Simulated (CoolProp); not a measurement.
Vapour-liquid equilibrium of R134a (1) + R236FA (2) at 247.1 K; x and y are mole fractions of (1).

Model: multi-fluid Helmholtz-energy mixture model, Tillner-Roth 1994 and Pan 2012; pair parameters Bell 2016, in CoolProp.

Give the bubble pressure and the first vapour's composition at x = 0.05, 0.2, 0.65. Is there an azeotrope?

x = 0.05: 0.03554 MPa, y = 0.138; x = 0.2: 0.04567 MPa, y = 0.431; x = 0.65: 0.07655 MPa, y = 0.849. No azeotrope shows between x = 0.05 and 0.95.

The pair parameters rest on a limited set of measurements; away from them the model extrapolates.
